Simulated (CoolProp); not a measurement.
Values from CoolProp's reference Helmholtz-energy equation of state, Lemmon 2006. It is a short technical equation, of lower accuracy than the large ones.

Task: Give the vapour pressure (MPa), vapour density (kg/m³), liquid cp (kJ/(kg K)) of saturated R142b at 286.3, 300.3, 356.7 K.

Result: 
| T (K) | p (MPa) | vapour density (kg/m³) | liquid cp (kJ/(kg K)) |
|---|---|---|---|
| 286.3 | 0.231 | 10.5 | 1.28 |
| 300.3 | 0.361 | 16.1 | 1.32 |
| 356.7 | 1.49 | 68.1 | 1.57 |
